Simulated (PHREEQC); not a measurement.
Solution (70 °C): 22 mmol/kgw NH4HS and 0.071 mmol/kgw HCl. Closed to the air; pH follows from the charge balance.

All values are PHREEQC results (ion-association model, wateq4f.dat), not measurements.

```
quantity                  before    after
------------------------  ------  -------
pH                          7.30     4.15
ionic strength (mol/kgw)  0.0191  7.10e-5
```

What was changed between the two runs?
A. HCl replaced by CsCl at the same molality
B. NH4HS from 0.022 to 0.0198 mol/kgw
C. NH4HS left out
D. temperature from 70 to 20 °C
E. 0.001 mol/kgw LiOH added

C, NH4HS left out

Precipitation was switched off in this run. At this temperature some constants are extrapolated from 25 °C, and those without enthalpy data are left unchanged.
